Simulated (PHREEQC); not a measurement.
A PHREEQC input (ion-association model, phreeqc.dat):

```
SOLUTION 1
  temp 298.15
  units mg/L
  pH 6.08
  pe -0.4
  Na 5.47
  K 0.95
  Ca 1.6
  Mg 0.799
  Cl 3.26
  S(6) 0.476 as SO4
  Alkalinity 18.4 as HCO3
  Br 0.216
  Zn 0.229
  Si 0.135 as SiO2
END
USE solution 1
EQUILIBRIUM_PHASES 1
  Gypsum 0 0
  CO2(g) -3.4 10
END
```

The run finishes without an error or a warning.

Its last state differs from that of the intended input:

```
quantity                    as run  intended
------------------------  --------  --------
pH                            7.61      7.68
ionic strength (mol/kgw)  0.000348  0.000490
HCO3- (mol/kgw)            1.46e-6  0.000298
CO2 (mol/kgw)              4.84e-6   1.36e-5
Zn+2 (mol/kgw)             2.30e-9   2.84e-6
CO3-2 (mol/kgw)           2.24e-10   7.27e-7
```

Task: One thing in the input isn't as intended. What explains the difference?

Result: This is not unique; one that fits is The fault: the temperature typed in kelvin. The line should read `temp 25` where the input has `temp 298.15`.
